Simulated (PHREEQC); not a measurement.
0.051 g of hydrous ferric oxide (600 m²/g; 0.2 weak and 0.005 strong sites per Fe, Dzombak-Morel constants, diffuse double layer) in 1 kg of water with 0.1 mol/kgw of an inert sodium salt and 8.7e-06 mol/kgw MgCl2 and 3.4e-06 mol/kgw NiCl2, at 25 °C; the pH is set by adding NaOH or the inert anion's acid. Oxygen alone is held at its pressure in air (log pO2 = -0.68). The system is closed to CO2. No solid was allowed to form.

Computed with PHREEQC (ion-association model, wateq4f.dat).

```csv
pH,Mg sorbed (%),Ni sorbed (%),surface charge σ (C/m²),surface potential ψ (mV)
4,0.0,0.0,0.321,147
5.33,0.0,0.3,0.177,116
6,0.0,4.1,0.112,94
6.67,0.0,30.7,0.064,67
8,6.0,96.6,0.006,8
9.33,91.2,100.0,-0.040,-48
10,99.2,100.0,-0.077,-76
10.67,99.9,100.0,-0.130,-101
12,100.0,95.3,-0.254,-131
```

Along this series the solution becomes supersaturated in solids that the run did not let form, among them Ni(OH)2.
